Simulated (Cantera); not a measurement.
A closed system holds: 1 mol CO2, 0.68 mol H2, 0.73 mol O2, held at 802 °C and 4100 Pa.

Cantera equilibrium calculation (NASA polynomials, part measured and part estimated; ideal gas, pure solids and liquids). Candidate condensed phases: C, C6H6, C7H8, C8H18, H2O; 110 gas species. Rates play no part.

Base state: CO2 0.483, H2O 0.329, O2 0.188 (mole fractions); condensed: gas only.

**Question.** What changes in the equilibrium state with this change: temperature from 802 °C to 1625 °C?

**Answer.** 
| species | before | after |
|---|---|---|
| CO2 | 0.483 | 0.479 |
| H2O | 0.329 | 0.325 |
| O2 | 0.188 | 0.188 |
| OH | 1.76e-6 | 0.00471 |
| CO | 3.58e-9 | 0.00294 |
| O | 2.81e-9 | 0.000629 |
| H2 | 2.62e-9 | 0.000474 |

**Question.** What changes in the equilibrium state with this change: temperature from 802 °C to 2700 °C?

**Answer.** 
| species | before | after |
|---|---|---|
| CO | 3.58e-9 | 0.242 |
| O | 2.81e-9 | 0.207 |
| O2 | 0.188 | 0.166 |
| CO2 | 0.483 | 0.0664 |
| H2O | 0.329 | 0.0676 |
| H | <1e-9 | 0.131 |
| H2 | 2.62e-9 | 0.0335 |
| OH | 1.76e-6 | 0.0861 |
| HO2 | 2.14e-9 | 1.25e-5 |
